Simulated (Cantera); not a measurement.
## Thermodynamics of aluminium nitride and oxide growth, feed Al(CH₃)₃ + NH₃ + N₂

Input: 1 mol Al(CH₃)₃, 4 mol NH₃, 10 mol N₂, at 14.0 Pa.

These are equilibrium values from Cantera (NASA tables, ideal gas, pure condensed phases), not measurements of a reactor. Candidate condensed phases: Al, AlN, C, C₆H₆, C₇H₈, C₈H₁₈; 97 gas species. The feed counts by its element totals alone. Rates play no part.

From 1200 K to 1725 K the condensed part is AlN(s) + C(graphite). From 1800 K to 2175 K the condensed part is C(graphite).

| T (K) | x N₂ | x H₂ | x H | x Al | x HCN | x HNC | n AlN(s) | n C(graphite) |
|---|---|---|---|---|---|---|---|---|
| 1200 | 0.523 | 0.477 | 1.15e-5 | 1.41e-10 | 3.72e-5 | 1.86e-7 | 1.00 | 3.00 |
| 1275 | 0.523 | 0.477 | 4.30e-5 | 6.16e-9 | 8.13e-5 | 5.81e-7 | 1.00 | 3.00 |
| 1350 | 0.523 | 0.477 | 0.000139 | 1.76e-7 | 0.000163 | 1.60e-6 | 1.000 | 3.00 |
| 1425 | 0.522 | 0.477 | 0.000398 | 3.51e-6 | 0.000302 | 3.95e-6 | 1.000 | 2.99 |
| 1500 | 0.522 | 0.476 | 0.00103 | 5.17e-5 | 0.000527 | 8.90e-6 | 0.999 | 2.99 |
| 1575 | 0.521 | 0.475 | 0.00242 | 0.000587 | 0.000870 | 1.85e-5 | 0.987 | 2.98 |
| 1650 | 0.519 | 0.469 | 0.00526 | 0.00535 | 0.00136 | 3.58e-5 | 0.880 | 2.97 |
| 1725 | 0.508 | 0.439 | 0.0104 | 0.0404 | 0.00198 | 6.30e-5 | 0.0439 | 2.95 |
| 1800 | 0.504 | 0.431 | 0.0199 | 0.0420 | 0.00286 | 0.000109 | 0 | 2.93 |
| 1875 | 0.499 | 0.419 | 0.0358 | 0.0417 | 0.00399 | 0.000178 | 0 | 2.89 |
| 1950 | 0.492 | 0.399 | 0.0612 | 0.0412 | 0.00534 | 0.000277 | 0 | 2.85 |
| 2025 | 0.482 | 0.371 | 0.0991 | 0.0404 | 0.00687 | 0.000408 | 0 | 2.80 |
| 2100 | 0.467 | 0.332 | 0.152 | 0.0393 | 0.00845 | 0.000571 | 0 | 2.74 |
| 2175 | 0.449 | 0.282 | 0.219 | 0.0378 | 0.00988 | 0.000752 | 0 | 2.68 |
x: gas mole fraction; n: condensed amount in mol.
